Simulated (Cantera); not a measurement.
Mixture: 3.95 % CH₄, 15.5 % O₂, 80.6 % N₂, equivalence ratio 0.51, at 6150 Torr, adiabatic and at constant volume. Ignition delay is the time to a rise of 400 K.

Cantera simulation using GRI-Mech 3.0 (53 species, 325 reactions); the numbers are that mechanism's predictions, not measurements.

Question: Predict: delay at 1175 K; delay at 1225 K; delay at 1275 K; delay at 1325 K; delay at 1375 K; delay at 1425 K; apparent activation energy between 1325 and 1425 K.

Answer: delay at 1175 K: 7.76 ms
delay at 1225 K: 4.14 ms
delay at 1275 K: 2.28 ms
delay at 1325 K: 1.30 ms
delay at 1375 K: 0.755 ms
delay at 1425 K: 0.452 ms
apparent activation energy between 1325 and 1425 K: 170 kJ/mol
